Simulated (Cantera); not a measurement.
Input: 1 mol Si(CH3)4, 3.3 mol HCl, 93 mol H2, at 10000 Pa.

These are equilibrium values from Cantera (NASA tables, ideal gas, pure condensed phases), not measurements of a reactor. Candidate condensed phases: C, C6H6, C7H8, C8H18, Si, SiC; 109 gas species. The numbers say what is thermodynamically allowed, not how fast it happens.

At 1225 K, list the 3 most abundant gas species with their mole fractions, and the condensed phases.

H2 0.966, HCl 0.0323, CH4 0.00123. Condensed: C(graphite) + SiC(s).
